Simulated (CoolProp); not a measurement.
Vapour-liquid equilibrium of benzene (1) + n-octane (2) at 44.7 kPa; x and y are mole fractions of (1).

Model: multi-fluid Helmholtz-energy mixture model, Thol 2012 and Beckmüller 2019; pair parameters Bell 2016, in CoolProp.

Problem. Give the bubble temperature and the first vapour's composition at x = 0.35, 0.8, 0.95. Is there an azeotrope?

Solution. x = 0.35: 345.8 K, y = 0.733; x = 0.8: 332.7 K, y = 0.938; x = 0.95: 329.7 K, y = 0.984. No azeotrope shows between x = 0.05 and 0.95.

Pair parameters are fitted to limited data, so mixtures are less certain than the pure fluids.
